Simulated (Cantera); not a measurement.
Charge: 1 mol PbO, 0.68 mol CO, 16 mol H2, at 1548 K and 0.0133 bar.

These are equilibrium values from Cantera (NASA tables, ideal gas, pure condensed phases), not measurements of a reactor. Candidate condensed phases: C, C6H6, C7H8, C8H18, H2O, Pb, PbO, PbO2, Pb3O4; 113 gas species. Equilibrium is a limit: real reactors are often held back by kinetics, nucleation or transport.

Base state: H2 0.849, Pb 0.0566, H2O 0.0557, CO 0.0376, CO2 0.000883, H 0.000246 (mole fractions); condensed: gas only.

### Question
What changes in the equilibrium state with this change: H2 from 16 to 0.35 mol?

### Answer
```json
[
 {"species": "Pb", "before": "0.0566", "after": "0.482"},
 {"species": "CO2", "before": "0.000883", "after": "0.314"},
 {"species": "H2O", "before": "0.0557", "after": "0.168"},
 {"species": "H2", "before": "0.849", "after": "0.00406"},
 {"species": "PbO", "before": "1.93e-6", "after": "0.0104"},
 {"species": "CO", "before": "0.0376", "after": "0.0211"},
 {"species": "Pb2", "before": "6.24e-7", "after": "4.54e-5"},
 {"species": "OH", "before": "5.38e-7", "after": "2.35e-5"},
 {"species": "H", "before": "0.000246", "after": "1.70e-5"}
]
```
Gases not in the tables: (PbO)n polymers.

### Question
What changes in the equilibrium state with this change: H2 from 16 to 3 mol?

### Answer
```json
[
 {"species": "H2", "before": "0.849", "after": "0.447"},
 {"species": "Pb", "before": "0.0566", "after": "0.214"},
 {"species": "H2O", "before": "0.0557", "after": "0.194"},
 {"species": "CO2", "before": "0.000883", "after": "0.0196"},
 {"species": "CO", "before": "0.0376", "after": "0.126"},
 {"species": "PbO", "before": "1.93e-6", "after": "4.82e-5"},
 {"species": "H", "before": "0.000246", "after": "0.000178"}
]
```
